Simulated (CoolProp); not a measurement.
Saturation properties of n-undecane (Tc = 638.8 K, pc = 1990 kPa, ω = 0.539).

Model: reference Helmholtz-energy equation of state, Aleksandrov 2011, in CoolProp. It is a short technical equation, of lower accuracy than the large ones.

```csv
T (K),p (kPa),liquid density (kg/m³),enthalpy of vaporisation (kJ/kg),liquid cp (kJ/(kg K)),vapour Z,surface tension (mN/m)
371.6,4.134,680.2,320.3,2.482,0.9924,17.6
378,5.444,675.2,316.9,2.508,0.9908,17.0
384.4,7.087,670.2,313.4,2.533,0.9889,16.5
390.8,9.126,665.1,309.9,2.559,0.9868,15.9
397.2,11.63,660.1,306.5,2.585,0.9844,15.4
403.7,14.73,654.8,302.9,2.611,0.9816,14.9
410.1,18.42,649.7,299.4,2.637,0.9786,14.3
416.5,22.84,644.5,295.8,2.663,0.9751,13.8
422.9,28.09,639.2,292.2,2.690,0.9713,13.3
429.3,34.27,633.9,288.6,2.716,0.9671,12.8
435.8,41.64,628.4,284.9,2.743,0.9624,12.2
```

It boils at 468.9 K under 1 atm.

Surface tension comes from a separate correlation (Mulero 2014).
